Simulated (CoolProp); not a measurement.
The fluid at 313.48 K and 0.685 MPa is throttled through a valve to 0.439 MPa with no heat exchange. The same conditions are run with several fluids, on thermodynamics alone (safety and materials aside).

The numbers come from the reference Helmholtz-energy equation of state of each fluid (propyne: Polt 1992; R22: Kamei 1995; carbon dioxide: Span 1996; CH2F2 (R32): Tillner-Roth 1997; carbonyl sulfide: Lemmon 2006) in CoolProp. The equations of Platzer and Polt are older, rougher fits.

| fluid | temperature change (K) | final density (kg/m³) |
|---|---|---|
| propyne | -5.7 | 7.39 |
| R22 | -4.9 | 15.7 |
| carbon dioxide | -2.4 | 7.62 |
| CH2F2 (R32) | -5.3 | 9.37 |
| carbonyl sulfide | -4.6 | 10.7 |
